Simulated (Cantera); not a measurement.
Mixture: 13.9 % CH4, 0.863 % C2H6, 0.585 % C3H8, 17.8 % O2, 66.8 % N2, at 3150 Torr, adiabatic and at constant volume. Ignition delay is the time to a rise of 400 K.

Model: GRI-Mech 3.0 (53 species, 325 reactions), integrated in Cantera.

Predict: delay at 1198 K; delay at 1248 K; delay at 1298 K; delay at 1348 K; delay at 1398 K; delay at 1448 K; delay at 1498 K; apparent activation energy between 1398 and 1498 K.


| Item | Value |
|---|---|
| delay at 1198 K | 3.29 ms |
| delay at 1248 K | 1.74 ms |
| delay at 1298 K | 0.924 ms |
| delay at 1348 K | 0.502 ms |
| delay at 1398 K | 0.281 ms |
| delay at 1448 K | 0.163 ms |
| delay at 1498 K | 98.7 µs |
| apparent activation energy between 1398 and 1498 K | 180 kJ/mol |
